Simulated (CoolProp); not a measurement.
Values from CoolProp's reference Helmholtz-energy equation of state, Lemmon 2003. It is a pseudo-pure fit of the blend.

**Question.** For R507A, give the phase and the cv (kJ/(kg K)), conductivity (mW/(m K)) at 308.1 K and 96.4 kPa.

**Answer.** 
- 308.1 K and 96.4 kPa: gas; cv 0.797, conductivity 14.2

Thermal conductivity comes from a separate model (Geller 2001).
